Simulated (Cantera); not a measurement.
## SiCl4 + Cl2 + H2 (chlorosilane synthesis and conversion)

Input: 1 mol SiCl4, 1.7 mol Cl2, 18 mol H2, held at 725 °C and 24.0 bar.

Method: chemical equilibrium by Gibbs-energy minimisation in Cantera with the NASA 1993 tables (ideal gas, pure condensed phases). Candidate condensed phases: Si; 19 gas species. Equilibrium is a limit: real reactors are often held back by kinetics, nucleation or transport.

x(H2): 0.786
x(HCl): 0.166
x(SiCl4): 0.0468
x(SiHCl3): 0.00154
x(SiCl3): 6.00e-6
x(SiH2Cl2): 5.43e-6
gas amount: 20.70 mol
log10 activity of Si(s) (absent): -6.50
